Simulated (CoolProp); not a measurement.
Saturated liquid density (kg/m³) of methanol: the reference equation beside estimates from Tc = 240.2 °C, pc = 8216 kPa, ω = 0.565. Rackett uses Z = 0.29056 − 0.08775 ω.

Values from CoolProp's reference Helmholtz-energy equation of state, de Reuck 1993.

| T (°C) | reference | Rackett | Peng-Robinson |
|---|---|---|---|
| 105.95 | 704.2 | 675.2 | 605.7 |
| 111.95 | 697.1 | 666.7 | 598.3 |
| 117.85 | 690.0 | 658.2 | 590.7 |
| 123.75 | 682.6 | 649.6 | 582.8 |
| 129.75 | 674.8 | 640.6 | 574.3 |
| 135.65 | 666.9 | 631.5 | 565.6 |
| 141.65 | 658.5 | 622.0 | 556.4 |
| 147.55 | 649.9 | 612.4 | 546.8 |
| 153.45 | 640.9 | 602.6 | 536.8 |
| 159.45 | 631.3 | 592.2 | 526.0 |

Absolute difference from the reference over all 10 rows, mean and median: Rackett 5.2 and 5.2 %, Peng-Robinson 15.2 and 15.0 %.
